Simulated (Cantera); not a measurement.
# Hydrocarbon pyrolysis for carbon deposition

An isothermal, constant-pressure homogeneous reactor starts with 12.2 % C2H6, 87.7 % N2, 0.119 % H2O, at 1250 K and 0.0132 atm.

Model: GRI-Mech 3.0 (53 species, 325 reactions), integrated in Cantera. GRI-Mech 3.0 stops at C3 and has no aromatics, soot or wall deposition, so with more carbon than oxygen in the feed, carbon stays in small species such as C2H2 where larger ones or solid carbon would form. Radical loss at walls, strong at low pressure, is not modelled.

```
t (s)      x C2H6    x CH4    x C2H2     x C2H      x H2     x CH2     x CH3
--------  -------  -------  --------  --------  --------  --------  --------
2.00e-5     0.122  8.35e-9    <1e-12    <1e-12  2.25e-10    <1e-12   2.38e-6
9.71e-5     0.122  1.95e-7    <1e-12    <1e-12   1.74e-8  4.12e-12   1.14e-5
0.000472    0.122  4.40e-6  6.51e-12    <1e-12   2.37e-6  2.96e-10   5.19e-5
0.00229     0.121  8.52e-5   3.88e-8    <1e-12  0.000230   9.11e-9  0.000190
0.0111      0.113  0.00142   3.73e-5  2.26e-11   0.00605   7.82e-8  0.000589
0.0540     0.0675   0.0115   0.00189  2.72e-10    0.0385   8.05e-8  0.000549
0.262     0.00466   0.0301    0.0195   1.12e-9    0.0932   1.27e-8  0.000129
1.27      8.34e-5   0.0307    0.0400  3.36e-10     0.115  2.62e-10   1.65e-5
6.18      4.64e-6   0.0303    0.0540  1.14e-10     0.128  1.70e-11   4.15e-6
30.0      2.08e-6   0.0296    0.0747  1.34e-10     0.147  1.24e-11   3.53e-6
```
x: mole fraction; the columns are a selection and need not sum to one.

Equilibrium at this temperature and pressure: C2H6 1.76e-7, CH4 0.00567, C2H2 0.0571, C2H 1.61e-10, H2 0.189, CH2 5.74e-12, CH3 1.06e-6 (gas phase only).
